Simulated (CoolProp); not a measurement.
Properties of chloromethane (R40) along the isobar 3360 kPa (Tc = 418.6 K, pc = 6929 kPa, ω = 0.150).

Computed with CoolProp (reference Helmholtz-energy equation of state, Thol 2014).

```
T (K)  phase  density (kg/m³)  Joule-Thomson coefficient (K/MPa)  isothermal compressibility (1/MPa)
-----  -----  ---------------  ---------------------------------  ----------------------------------
405.8    gas            65.40                                  ?                              0.4065
416      gas            61.92                              13.07                              0.3893
426.3    gas            58.93                              12.12                                   ?
436.5    gas                ?                              11.29                                   ?
446.7    gas            54.11                              10.54                              0.3579
457      gas            52.08                              9.868                              0.3512
467.2    gas                ?                              9.263                              0.3455
477.4    gas                ?                              8.715                              0.3408
487.7    gas                ?                              8.211                              0.3366
497.9    gas            45.68                              7.757                              0.3330
```

Task: Some entries are withheld; supply them.

Result: 
- 405.8, Joule-Thomson coefficient (K/MPa): 14.13
- 426.3, isothermal compressibility (1/MPa): 0.3762
- 436.5, density (kg/m³): 56.37
- 436.5, isothermal compressibility (1/MPa): 0.3661
- 467.2, density (kg/m³): 50.26
- 477.4, density (kg/m³): 48.60
- 487.7, density (kg/m³): 47.07
